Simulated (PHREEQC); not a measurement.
Consider water at 15 °C with 0.0024 mol Al2(SO4)3, 0.096 mol MgSO4, 5e-05 mol NaHCO3 and 0.004 mol Na2SO4 per kg of water. Closed to the air; pH follows from the charge balance.

Equilibrium calculation in PHREEQC: ion-association model, wateq4f.dat.

This is a speciation only: nothing precipitates in the calculation.

Question: Predict the pH.

Answer: pH 4.92.

Question: In which forms is S present?

Answer: SO4-2 51 %, MgSO4 43 %, AlSO4+ 2.7 %, Al(SO4)2- 2.6 %, NaSO4- 0.5 % of the S.

Examples of supersaturated solids here: Boehmite (slow to form), Gibbsite (slow to form). Others may be too. Species that the database lacks are ignored.
